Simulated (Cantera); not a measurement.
## Dilute partial oxidation

A perfectly stirred reactor is fed with 0.426 % CH₂O, 0.476 % O₂, 99.1 % N₂, equivalence ratio 0.90, at 1.00 atm; it is held at 1598 K, and followed from long to short residence time.

Computed with Cantera and GRI-Mech 3.0 (53 species, 325 reactions).

```
τ (s)     x CH₂O      x O₂  x C₂H₄     x CH₂   x C₂H
-------  -------  --------  ------  --------  ------
23       3.17e-8  0.000511  <1e-12    <1e-12  <1e-12
5.3      8.03e-8  0.000543  <1e-12    <1e-12  <1e-12
1.2      1.88e-7  0.000608  <1e-12    <1e-12  <1e-12
0.28     3.95e-7  0.000728  <1e-12    <1e-12  <1e-12
0.066    7.94e-7  0.000923  <1e-12  1.24e-12  <1e-12
0.015    1.70e-6   0.00122  <1e-12  6.35e-12  <1e-12
0.0035   4.25e-6   0.00159  <1e-12  2.64e-11  <1e-12
0.00082  1.47e-5   0.00209  <1e-12  1.05e-10  <1e-12
```
x: mole fraction; the columns are a selection and need not sum to one.
